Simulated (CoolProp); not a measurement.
Vapour-liquid equilibrium of ethane (1) + propylene (2) at 5.92 bar; x and y are mole fractions of (1).

The numbers come from the multi-fluid Helmholtz-energy mixture model, Bücker 2006 and Lemmon 2013; pair parameters Bell 2016 in CoolProp.

Q: Give the bubble temperature and the first vapour's composition at x = 0.05, 0.35, 0.5. Is there an azeotrope?

A: x = 0.05: 269.0 K, y = 0.158; x = 0.35: 248.4 K, y = 0.685; x = 0.5: 241.3 K, y = 0.807. No azeotrope shows between x = 0.05 and 0.95.

Pair parameters are fitted to limited data, so mixtures are less certain than the pure fluids.
